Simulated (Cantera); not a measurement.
A perfectly stirred reactor is fed with CH4 : CO2 : H2 = 1 : 2.5 : 0.1 (molar parts), at 100000 Pa; it is held at 1525 K, and followed from long to short residence time.

Model: GRI-Mech 3.0 (53 species, 325 reactions), integrated in Cantera.

x: mole fraction; the columns are a selection and need not sum to one.

```
τ (s)     x CH4  x CO2    x H2    x C2H6      x CO     x H2O
-------  ------  -----  ------  --------  --------  --------
13       0.0266  0.200   0.149   1.01e-5     0.410     0.184
3.7      0.0440  0.268   0.110   3.22e-5     0.330     0.197
1.0      0.0817  0.376  0.0790  0.000108     0.223     0.177
0.30      0.148  0.512  0.0700  0.000262     0.115     0.106
0.085     0.219  0.630  0.0598  0.000460    0.0352    0.0337
0.024     0.257  0.678       ?         ?         ?         ?
0.0069    0.272  0.691  0.0313  0.000553   0.00159   0.00150
0.0020    0.276  0.694  0.0284  0.000285  0.000318  0.000305
0.00056   0.277  0.694  0.0279         ?         ?         ?
```

**Question.** Complete the blanks.

**Answer.** 
- 0.024, x H2: 0.0416
- 0.024, x C2H6: 0.000610
- 0.024, x CO: 0.00766
- 0.024, x H2O: 0.00728
- 0.00056, x C2H6: 7.50e-5
- 0.00056, x CO: 5.64e-5
- 0.00056, x H2O: 5.52e-5
